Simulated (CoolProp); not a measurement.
Saturation properties of n-perfluorobutane (Tc = 386.3 K, pc = 2.322 MPa, ω = 0.372).

Computed with CoolProp (reference Helmholtz-energy equation of state, Gao 2022).

| T (K) | p (MPa) | liquid density (kg/m³) | vapour density (kg/m³) | enthalpy of vaporisation (kJ/kg) |
|---|---|---|---|---|
| 214.9 | 0.004934 | [?] | 0.6603 | 115.1 |
| 238 | 0.02120 | 1711 | 2.588 | [?] |
| 261.2 | 0.06674 | 1631 | 7.580 | [?] |
| 284.3 | 0.1671 | [?] | 18.08 | 93.14 |
| 307.4 | 0.3559 | 1458 | 37.69 | 84.52 |
| 330.6 | 0.6747 | 1354 | 72.58 | [?] |
| 353.7 | 1.169 | 1222 | [?] | 60.44 |
| 376.8 | 1.910 | 1002 | 282.2 | 37.50 |

Task: Fill in the missing entries.

Result: 
- 214.9, liquid density (kg/m³): 1790
- 238, enthalpy of vaporisation (kJ/kg): 108.0
- 261.2, enthalpy of vaporisation (kJ/kg): 100.8
- 284.3, liquid density (kg/m³): 1548
- 330.6, enthalpy of vaporisation (kJ/kg): 74.12
- 353.7, vapour density (kg/m³): 135.7

It boils at 271.1 K under 1 atm.
